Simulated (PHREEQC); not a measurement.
## Phosphoric acid bath: an equilibrium model

Solution (25 °C): 0.0036 mol/kgw H3PO4. Closed to the air; pH follows from the charge balance.

Equilibrium calculation in PHREEQC: ion-association model, phreeqc.dat.

Each row changes one thing in this solution. No solid was allowed to form.

```csv
case,pH,ionic strength (mol/kgw),H2PO4- (mol/kgw),H3PO4 (mol/kgw),HPO4-2 (mol/kgw)
as made,2.60,0.00266,0.00266,0.000937,7.74e-8
diluted 2-fold with water,2.84,0.00150,0.00150,0.000303,7.35e-8
H3PO4 from 0.0036 to 0.0018 mol/kgw,2.84,0.00150,0.00150,0.000303,7.35e-8
diluted 10-fold with water,3.47,0.000344,0.000343,1.67e-5,6.75e-8
H3PO4 from 0.0036 to 0.018 mol/kgw,2.10,0.00870,0.00870,0.00930,9.01e-8
diluted 5-fold with water,3.19,0.000660,0.000659,6.05e-5,6.96e-8
```

Species that the database lacks are ignored.
